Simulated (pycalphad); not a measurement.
## Phase fractions of Si-9.68Cu (at.%)

Computed with pycalphad from the COST 507 light-alloy database (1999), at 1 atm. These are 1990s assessments: newer ones move some temperatures and phases. Phase fractions are per mole of atoms. Diffusion is slow at the low end, where real alloys seldom reach equilibrium.

```json
[
 {"T (°C)": "1427", "liquid": "1.000", "diamond (Si)": "-", "CU19SI6_ETA": "-"},
 {"T (°C)": "1352", "liquid": "(withheld)", "diamond (Si)": "(withheld)", "CU19SI6_ETA": "-"},
 {"T (°C)": "1277", "liquid": "0.437", "diamond (Si)": "0.563", "CU19SI6_ETA": "-"},
 {"T (°C)": "1202", "liquid": "0.297", "diamond (Si)": "0.703", "CU19SI6_ETA": "-"},
 {"T (°C)": "1127", "liquid": "0.226", "diamond (Si)": "0.774", "CU19SI6_ETA": "-"},
 {"T (°C)": "1052", "liquid": "0.187", "diamond (Si)": "0.813", "CU19SI6_ETA": "-"},
 {"T (°C)": "977", "liquid": "0.165", "diamond (Si)": "0.835", "CU19SI6_ETA": "-"},
 {"T (°C)": "902", "liquid": "0.151", "diamond (Si)": "0.849", "CU19SI6_ETA": "-"},
 {"T (°C)": "827", "liquid": "0.142", "diamond (Si)": "0.858", "CU19SI6_ETA": "-"},
 {"T (°C)": "752", "liquid": "-", "diamond (Si)": "0.873", "CU19SI6_ETA": "0.127"},
 {"T (°C)": "677", "liquid": "-", "diamond (Si)": "0.873", "CU19SI6_ETA": "0.127"},
 {"T (°C)": "602", "liquid": "-", "diamond (Si)": "0.873", "CU19SI6_ETA": "0.127"},
 {"T (°C)": "527", "liquid": "-", "diamond (Si)": "0.873", "CU19SI6_ETA": "0.127"},
 {"T (°C)": "452", "liquid": "-", "diamond (Si)": "0.873", "CU19SI6_ETA": "0.127"},
 {"T (°C)": "377", "liquid": "-", "diamond (Si)": "0.873", "CU19SI6_ETA": "0.127"},
 {"T (°C)": "302", "liquid": "-", "diamond (Si)": "0.873", "CU19SI6_ETA": "0.127"},
 {"T (°C)": "227", "liquid": "-", "diamond (Si)": "0.873", "CU19SI6_ETA": "0.127"}
]
```

Question: Some entries are withheld; supply them.

Answer: 
- 1352, liquid: 0.873
- 1352, diamond (Si): 0.127

Database names, with the compositions (at.%) that they take in these runs: CU19SI6_ETA: Cu 76 Si 24.
